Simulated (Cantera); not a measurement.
Mixture: CH3OH : O2 : N2 = 1 : 2.24 : 8.42 (molar parts), at 4.93 atm, adiabatic and at constant pressure. Ignition delay is the time to a rise of 400 K.

Cantera simulation using GRI-Mech 3.0 (53 species, 325 reactions); the numbers are that mechanism's predictions, not measurements. GRI-Mech 3.0 was tuned for natural gas; its chemistry of methanol as a main component is partial and can be far from experiment.

Task: What does this change do: 0.086 parts H2 added?

Result: 
```json
[
 {"quantity": "delay at 1225 K", "before": "1.82 ms", "after": "1.66 ms"},
 {"quantity": "delay at 1375 K", "before": "0.230 ms", "after": "0.221 ms"},
 {"quantity": "delay at 1525 K", "before": "49.8 µs", "after": "48.3 µs"},
 {"quantity": "delay at 1675 K", "before": "15.6 µs", "after": "15.2 µs"},
 {"quantity": "delay at 1825 K", "before": "6.17 µs", "after": "6.03 µs"},
 {"quantity": "apparent activation energy between 1750 and 1900 K", "before": "150 kJ/mol", "after": "150 kJ/mol"}
]
```

Task: What does this change do: pressure from 4.93 atm to 0.987 atm?

Result: 
```tsv
quantity	before	after
delay at 1225 K	1.82 ms	7.03 ms
delay at 1375 K	0.230 ms	0.932 ms
delay at 1525 K	49.8 µs	0.209 ms
delay at 1675 K	15.6 µs	67.3 µs
delay at 1825 K	6.17 µs	27.2 µs
apparent activation energy between 1750 and 1900 K	150 kJ/mol	150 kJ/mol
```
